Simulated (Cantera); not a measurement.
Feed: 1 mol Fe₃O₄, 0.31 mol Cl₂, 6.6 mol N₂, held at 6.60 bar.

Cantera equilibrium calculation (NASA polynomials, part measured and part estimated; ideal gas, pure solids and liquids). Candidate condensed phases: Fe, FeCl₂, FeCl₃, FeO, Fe₂O₃, Fe₃O₄; 19 gas species. Mutual solubility and eutectic melting of coexisting phases are not modelled. Equilibrium is a limit: real reactors are often held back by kinetics, nucleation or transport.

x: gas mole fraction; n: condensed amount in mol.

| T (°C) | x N₂ | x FeCl₂ | x FeCl₃ | x Fe₂Cl₄ | n FeCl₂(l) | n Fe₂O₃(s) | n Fe₃O₄(s) |
|---|---|---|---|---|---|---|---|
| 802 | 0.973 | 0.00990 | 0.0142 | 0.00223 | 0.0504 | 1.02 | 0.233 |
| 852 | 0.966 | 0.0136 | 0.0171 | 0.00208 | 0 | 0.988 | 0.259 |
| 902 | 0.965 | 0.0161 | 0.0167 | … | 0 | 0.999 | 0.251 |
| 952 | 0.964 | 0.0184 | 0.0160 | … | 0 | 1.01 | 0.242 |
| 1002 | 0.963 | 0.0205 | 0.0150 | … | 0 | 1.02 | 0.233 |
| 1052 | 0.962 | 0.0225 | 0.0139 | … | 0 | 1.03 | 0.226 |
| 1102 | 0.962 | 0.0242 | 0.0128 | … | 0 | 1.04 | 0.221 |
| 1152 | 0.961 | 0.0256 | 0.0117 | … | 0 | 1.04 | 0.221 |
| 1202 | 0.960 | 0.0268 | 0.0106 | … | 0 | 1.02 | 0.231 |
| 1252 | 0.958 | 0.0277 | 0.00950 | … | 0 | 0.970 | 0.267 |

**Question.** Complete the blanks.

**Answer.** 
- 902, x Fe₂Cl₄: 0.00152
- 952, x Fe₂Cl₄: 0.00110
- 1002, x Fe₂Cl₄: 0.000796
- 1052, x Fe₂Cl₄: 0.000578
- 1102, x Fe₂Cl₄: 0.000421
- 1152, x Fe₂Cl₄: 0.000308
- 1202, x Fe₂Cl₄: 0.000226
- 1252, x Fe₂Cl₄: 0.000166
